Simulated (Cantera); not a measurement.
A perfectly stirred reactor is fed with CH₄ : H₂ : O₂ : N₂ = 1 : 0.31 : 1.44 : 5.4 (molar parts), equivalence ratio 1.5, at 15.0 bar; it is adiabatic with a 475 K inlet, and is followed from long to short residence time, starting on the burning branch (τ in s: 0.022, 0.0087, 0.0035, 0.0014, 0.00055, 0.00022, 8.8e-05, 3.5e-05, 1.4e-05, 5.6e-06).

Detailed kinetics in Cantera: GRI-Mech 3.0 (53 species, 325 reactions). The pressure lies above the range GRI-Mech 3.0 was tuned for (to about 10 atm).

x: mole fraction; the columns are a selection and need not sum to one.

| τ (s) | T (K) | x CH₄ | x H₂ | x O₂ | x C₂H₆ | x OH | x HCO | x H |
|---|---|---|---|---|---|---|---|---|
| 0.022 | 2073 | 0.00160 | 0.0796 | 0.000128 | 4.52e-7 | 5.57e-5 | ? | 0.000213 |
| 0.0087 | 2078 | 0.00273 | 0.0753 | 0.000304 | 1.48e-6 | 6.32e-5 | ? | 0.000223 |
| 0.0035 | 2082 | 0.00414 | 0.0697 | 0.000699 | 4.07e-6 | 7.46e-5 | ? | 0.000237 |
| 0.0014 | 2082 | 0.00585 | 0.0634 | 0.00159 | 1.03e-5 | 9.02e-5 | ? | 0.000254 |
| 0.00055 | 2069 | 0.00801 | 0.0571 | 0.00363 | 2.63e-5 | 0.000109 | ? | 0.000270 |
| 0.00022 | 2027 | 0.0112 | 0.0516 | 0.00846 | 7.47e-5 | 0.000121 | ? | 0.000272 |
| 8.8e-5 | 475 | 0.123 | 0.0380 | 0.177 | <1e-12 | <1e-12 | <1e-12 | <1e-12 |
| 3.5e-5 | 475 | 0.123 | 0.0380 | 0.177 | <1e-12 | <1e-12 | <1e-12 | <1e-12 |
| 1.4e-5 | 475 | 0.123 | 0.0380 | 0.177 | <1e-12 | <1e-12 | <1e-12 | <1e-12 |
| 5.6e-6 | 475 | 0.123 | 0.0380 | 0.177 | <1e-12 | <1e-12 | <1e-12 | <1e-12 |

Problem. Fill in the missing entries.

Solution. 
- 0.022, x HCO: 8.69e-8
- 0.0087, x HCO: 1.02e-7
- 0.0035, x HCO: 1.34e-7
- 0.0014, x HCO: 2.04e-7
- 0.00055, x HCO: 3.65e-7
- 0.00022, x HCO: 7.34e-7
